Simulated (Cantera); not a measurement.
Feed: 1 mol B₂O₃, 2 mol N₂, 0.35 mol O₂, equilibrated at 1.00 bar.

Method: chemical equilibrium by Gibbs-energy minimisation in Cantera with the NASA 1993 tables (ideal gas, pure condensed phases). Candidate condensed phases: B, BN, B₂O₃; 17 gas species. Rates play no part.

Question: At 1925 K, list the 6 most abundant gas species with their mole fractions, and the condensed phases.

Answer: N₂ 0.832, O₂ 0.143, B₂O₃ 0.0173, NO 0.00524, BO₂ 0.00210, O 0.000139. Condensed: B₂O₃(l).
